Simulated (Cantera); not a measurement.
A closed system holds: 1 mol Al, 0.4 mol CO2, 18 mol N2, held at 650 K and 10.0 mbar.

Equilibrium computed with Cantera from the NASA thermochemical tables; the gas is ideal and each condensed phase is pure. Candidate condensed phases: Al, AlN, Al2O3, C; 32 gas species. Equilibrium is a limit: real reactors are often held back by kinetics, nucleation or transport.

What is the equilibrium state?


```json
{
  "x(N2)": "1.00",
  "n(AlN(s))": "0.467 mol",
  "n(Al2O3(s))": "0.267 mol",
  "n(C(graphite))": "0.400 mol",
  "gas_amount": "17.77 mol",
  "log10 activity of Al(s) (absent)": "-19.07"
}
```
